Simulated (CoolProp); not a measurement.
Isopentane along the isobar 2.78 MPa: density (kg/m³) from the reference equation and from simpler models built on Tc = 460.3 K, pc = 3.378 MPa, ω = 0.227; each cubic takes its own stable root.

Values from CoolProp's reference Helmholtz-energy equation of state, Lemmon 2006. It is a short technical equation, of lower accuracy than the large ones.

```tsv
T (K)	phase	reference	van der Waals	Redlich-Kwong	Peng-Robinson
161.5	liquid	743.6	452.0	671.4	756.1
187.8	liquid	719.9	441.1	654.3	740.7
214.1	liquid	696.5	429.6	635.5	723.4
240.4	liquid	672.9	417.4	614.9	704.0
266.6	liquid	648.9	404.4	592.2	682.2
292.9	liquid	623.9	390.3	567.2	657.2
319.2	liquid	597.4	374.7	539.3	628.5
345.5	liquid	568.8	357.4	508.1	595.1
371.8	liquid	536.8	337.3	472.1	555.1
```
